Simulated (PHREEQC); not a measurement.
## Phosphoric acid bath (model solution)

Make-up at 25 °C: 0.25 mol/kgw H3PO4 and 4.2e-05 mol/kgw HNO3. It is in equilibrium with CO2 at log p = 0 (atm). Otherwise closed; pH follows from the charge balance.

Model: ion-association model, wateq4f.dat, run in PHREEQC.

- pH: 1.42
- ionic strength: 0.0444 mol/kgw
- activity of water: 0.994
- total alkalinity: -250 meq/kg

| species | molality | activity | log γ |
|---|---|---|---|
| H3PO4 | 0.206 | 0.208 | 0.004 |
| H+ | 0.0444 | 0.0381 | -0.066 |
| H2PO4- | 0.0443 | 0.0370 | -0.078 |
| CO2 | 0.0337 | 0.0340 | 0.004 |
| NO3- | 4.20e-5 | 3.42e-5 | -0.089 |
| HCO3- | 4.73e-7 | 3.95e-7 | -0.078 |
| HPO4-2 | 1.26e-7 | 6.03e-8 | -0.319 |

No solid was allowed to form. Species that the database lacks are ignored. H3PO4, which wateq4f.dat lacks, is added to it with the constant of phreeqc.dat.
